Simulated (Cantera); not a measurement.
## Carbon deposition, reforming and gasification: CH₄ + H₂O + N₂

Feed: 1 mol CH₄, 0.02 mol H₂O, 0.22 mol N₂, equilibrated at 54.0 bar.

Cantera equilibrium calculation (NASA polynomials, part measured and part estimated; ideal gas, pure solids and liquids). Candidate condensed phases: C, C₆H₆, C₇H₈, C₈H₁₈, H₂O; 169 gas species. Ions and electrons are included (thermal ionisation). The ideal-gas law is rough above about 30 bar. The numbers say what is thermodynamically allowed, not how fast it happens.

| T (°C) | x H₂ | x H | x C₂H₂ (acetylene) | x HCN | x N₂ | x C₂H | x HNC | x C | x CN | x C₃ | x C₄H₂ | x C₂ | n C(graphite) |
|---|---|---|---|---|---|---|---|---|---|---|---|---|---|
| 2727 | 0.792 | 0.0191 | 0.0493 | 0.0467 | 0.0688 | 0.000204 | 0.00881 | 9.39e-7 | 0.000116 | 5.78e-6 | 0.00128 | 5.87e-7 | 0.603 |
| 3227 | 0.636 | 0.0641 | 0.130 | 0.0712 | 0.0483 | 0.00411 | 0.0188 | 5.36e-5 | 0.00111 | 0.000500 | 0.0110 | 5.75e-5 | 0 |
| 3727 | 0.556 | 0.162 | 0.106 | 0.0653 | 0.0421 | 0.0150 | 0.0221 | 0.000684 | 0.00397 | 0.00327 | 0.00827 | 0.000676 | 0 |
| 4227 | 0.436 | 0.311 | 0.0649 | 0.0511 | 0.0368 | 0.0314 | 0.0210 | 0.00449 | 0.00963 | 0.0104 | 0.00391 | 0.00375 | 0 |
| 4727 | 0.298 | 0.478 | 0.0265 | 0.0327 | 0.0333 | 0.0372 | 0.0156 | 0.0172 | 0.0168 | 0.0161 | 0.000936 | 0.0107 | 0 |
x: gas mole fraction; n: condensed amount in mol.

At 2727 °C the condensed part is C(graphite). From 3227 °C to 4727 °C nothing is condensed. The main C-bearing gas is C₂H₂ (acetylene) at 2727 °C and C₂H at 4727 °C.
